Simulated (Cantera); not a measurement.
Input: 1 mol Si3N4, 0.0037 mol O2, 260 mol N2, 0.12 mol N2O, equilibrated at 1.33 mbar.

Cantera equilibrium calculation (NASA polynomials, part measured and part estimated; ideal gas, pure solids and liquids). Candidate condensed phases: Si, SiO2, Si2N2O, Si3N4; 16 gas species. Mutual solubility and eutectic melting of coexisting phases are not modelled. The numbers say what is thermodynamically allowed, not how fast it happens.

**Question.** What share of the Si ends up in condensed phases as a function of T (K), at 1225, 1325, 1425, 1525, 1625, 1725, 1825, 1925, 2025?

**Answer.** 
```
T (K)  Si condensed (%)                    as
-----  ----------------  --------------------
1225              100.0  Si2N2O(s) + Si3N4(s)
1325              100.0  Si2N2O(s) + Si3N4(s)
1425               99.8  Si2N2O(s) + Si3N4(s)
1525               96.0  Si2N2O(s) + Si3N4(s)
1625               95.2              Si3N4(s)
1725               88.4                 Si(l)
1825               63.5                 Si(l)
1925                0.0                     -
2025                0.0                     -
```
